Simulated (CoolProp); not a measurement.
Vapour-liquid equilibrium of R134a (1) + R227EA (2) at 322.8 K; x and y are mole fractions of (1).

Values from CoolProp's multi-fluid Helmholtz-energy mixture model, Tillner-Roth 1994 and Lemmon 2016; pair parameters Bell 2016.

| x | bubble pressure, mixture model (bar) | bubble pressure, Raoult's law (bar) | y, mixture model | y, Raoult's law |
|---|---|---|---|---|
| 0.05 | 9.331 | 9.281 | 0.068 | 0.070 |
| 0.125 | 9.697 | 9.579 | 0.165 | 0.170 |
| 0.2 | 10.05 | 9.878 | 0.255 | 0.264 |
| 0.275 | 10.39 | 10.18 | 0.339 | 0.353 |
| 0.35 | 10.72 | 10.48 | 0.418 | 0.436 |
| 0.425 | 11.04 | 10.77 | 0.494 | 0.515 |
| 0.5 | 11.35 | 11.07 | 0.566 | 0.590 |
| 0.575 | 11.64 | 11.37 | 0.635 | 0.661 |
| 0.65 | 11.93 | 11.67 | 0.702 | 0.728 |
| 0.725 | 12.19 | 11.97 | 0.767 | 0.791 |
| 0.8 | 12.45 | 12.27 | 0.831 | 0.852 |
| 0.875 | 12.69 | 12.57 | 0.895 | 0.910 |
| 0.95 | 12.92 | 12.86 | 0.958 | 0.965 |

The largest gap from Raoult's law is +2.5 % in bubble pressure, at x = 0.5. No azeotrope shows between x = 0.05 and 0.95.

Pair parameters are fitted to limited data, so mixtures are less certain than the pure fluids.
